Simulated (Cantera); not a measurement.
Charge: 1 mol FeS, 47 mol H₂, 18 mol N₂, equilibrated at 1127 °C.

These are equilibrium values from Cantera (NASA tables, ideal gas, pure condensed phases), not measurements of a reactor. Candidate condensed phases: Fe, FeS, FeS₂, S; 16 gas species. Metal and sulfide melt together well below either melting point, which pure phases cannot show. Mutual solubility and eutectic melting of coexisting phases are not modelled. FeS: taken at fixed stoichiometry. Rates play no part.

Problem. Which condensed phases are stable at each of these points (P (Pa)): 10, 42, 180, 750, 3200, 13000, 56000, 240000, 1000000?

Solution. 
| P (Pa) | condensed phases | Fe condensed (%) |
|---|---|---|
| 10 | Fe(γ) | 99.0 |
| 42 | Fe(γ) | 99.8 |
| 180 | Fe(γ) + FeS(s) | 99.9 |
| 750 | Fe(γ) + FeS(s) | 100.0 |
| 3200 | Fe(γ) + FeS(s) | 100.0 |
| 13000 | Fe(γ) + FeS(s) | 100.0 |
| 56000 | Fe(γ) + FeS(s) | 100.0 |
| 240000 | Fe(γ) + FeS(s) | 100.0 |
| 1000000 | Fe(γ) + FeS(s) | 100.0 |

From 10.0 Pa to 42.0 Pa the condensed part is Fe(γ). From 1.80 mbar to 10.0 bar the condensed part is Fe(γ) + FeS(s).
